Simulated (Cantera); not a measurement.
## Ignition delay

Mixture: CO : H₂ : CH₄ : O₂ : N₂ = 1 : 1.3 : 0.55 : 1.07 : 4.03 (molar parts), at 7.40 atm, adiabatic and at constant pressure. Ignition delay is the time to a rise of 400 K.

Detailed kinetics in Cantera: GRI-Mech 3.0 (53 species, 325 reactions).

```
T0 (K)  delay (ms)
------  ----------
1025          2.39
1125         0.308
1225        0.0950
1325        0.0435
1425        0.0231
1525        0.0132
1625       0.00807
```

```json
{
  "apparent activation energy between 1425 and 1625 K": "100 kJ/mol"
}
```
